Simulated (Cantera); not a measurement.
## Equilibrium for silicon oxide and oxynitride deposition: SiH4 + CO2 + N2O

A closed system holds: 1 mol SiH4, 2.3 mol CO2, 27 mol N2O, held at 0.0100 bar.

Equilibrium computed with Cantera from the NASA thermochemical tables; the gas is ideal and each condensed phase is pure. Candidate condensed phases: C, C6H6, C7H8, C8H18, H2O, Si, SiC, SiO2, Si2N2O, Si3N4; 151 gas species. The tables hold silica as quartz up to 1696 K and as liquid above; real silica turns to tridymite and cristobalite and melts near 1996 K. Rates play no part.

| T (K) | x N2 | x O2 | x CO2 | x H2O | n SiO2(α-quartz) | n SiO2(β-quartz) |
|---|---|---|---|---|---|---|
| 550 | 0.631 | 0.269 | 0.0537 | 0.0467 | 1.00 | 0 |
| 650 | 0.631 | 0.269 | 0.0537 | 0.0467 | 1.00 | 0 |
| 750 | 0.631 | 0.269 | 0.0537 | 0.0467 | 1.00 | 0 |
| 850 | 0.631 | 0.269 | 0.0537 | 0.0467 | 0 | 1.00 |
| 950 | 0.631 | 0.269 | 0.0537 | 0.0467 | 0 | 1.00 |
| 1050 | 0.631 | 0.269 | 0.0537 | 0.0467 | 0 | 1.00 |
| 1150 | 0.631 | 0.269 | 0.0537 | 0.0467 | 0 | 1.00 |
| 1250 | 0.631 | 0.269 | 0.0537 | 0.0467 | 0 | 1.00 |
| 1350 | 0.631 | 0.268 | 0.0537 | 0.0467 | 0 | 1.00 |
| 1450 | 0.630 | 0.268 | 0.0537 | 0.0467 | 0 | 1.00 |
| 1550 | 0.630 | 0.268 | 0.0537 | 0.0466 | 0 | 1.00 |
| 1650 | 0.629 | 0.267 | 0.0537 | 0.0464 | 0 | 1.000 |
x: gas mole fraction; n: condensed amount in mol.

From 550 K to 750 K the condensed part is SiO2(α-quartz). From 850 K to 1650 K the condensed part is SiO2(β-quartz).
